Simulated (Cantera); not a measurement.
**Stirred combustor or abatement burner**

A perfectly stirred reactor is fed with CH4 : CO : O2 : N2 = 1 : 1.1 : 5.43 : 20.4 (molar parts), equivalence ratio 0.47, at 220000 Pa; it is adiabatic with a 725 K inlet, and is followed from long to short residence time, starting on the burning branch (τ in s: 0.37, 0.12, 0.042, 0.014, 0.0047, 0.0016, 0.00053, 0.00018, 6e-05, 2e-05, 6.8e-06).

Cantera simulation using GRI-Mech 3.0 (53 species, 325 reactions); the numbers are that mechanism's predictions, not measurements.

| τ (s) | T (K) | x CH4 | x CO | x O2 | x H2 | x CH2 | x H2O2 | x NO |
|---|---|---|---|---|---|---|---|---|
| 0.37 | 1833 | 1.62e-6 | 0.000119 | 0.105 | 1.74e-5 | 2.57e-9 | 4.37e-8 | 6.04e-5 |
| 0.12 | 1831 | 3.87e-6 | 0.000233 | 0.105 | 2.80e-5 | 7.53e-9 | 5.67e-8 | 3.38e-5 |
| 0.042 | 1828 | 7.98e-6 | 0.000461 | 0.105 | 5.03e-5 | 1.97e-8 | 8.11e-8 | 2.46e-5 |
| 0.014 | 1821 | 1.62e-5 | 0.000956 | 0.105 | 9.91e-5 | 5.07e-8 | 1.25e-7 | 1.98e-5 |
| 0.0047 | 1809 | 3.24e-5 | 0.00198 | 0.105 | 0.000197 | 1.22e-7 | 1.97e-7 | 1.56e-5 |
| 0.0016 | 1785 | 6.53e-5 | 0.00403 | 0.106 | 0.000380 | 2.72e-7 | 3.07e-7 | 1.12e-5 |
| 0.00053 | 1739 | 0.000144 | 0.00835 | 0.108 | 0.000710 | 5.77e-7 | 4.98e-7 | 7.42e-6 |
| 0.00018 | 1650 | 0.000391 | 0.0177 | 0.112 | 0.00124 | 1.18e-6 | 8.84e-7 | 4.10e-6 |
| 6.0e-5 | 725 | 0.0358 | 0.0394 | 0.194 | <1e-12 | <1e-12 | <1e-12 | <1e-12 |
| 2.0e-5 | 725 | 0.0358 | 0.0394 | 0.194 | <1e-12 | <1e-12 | <1e-12 | <1e-12 |
| 6.8e-6 | 725 | 0.0358 | 0.0394 | 0.194 | <1e-12 | <1e-12 | <1e-12 | <1e-12 |
x: mole fraction; the columns are a selection and need not sum to one.
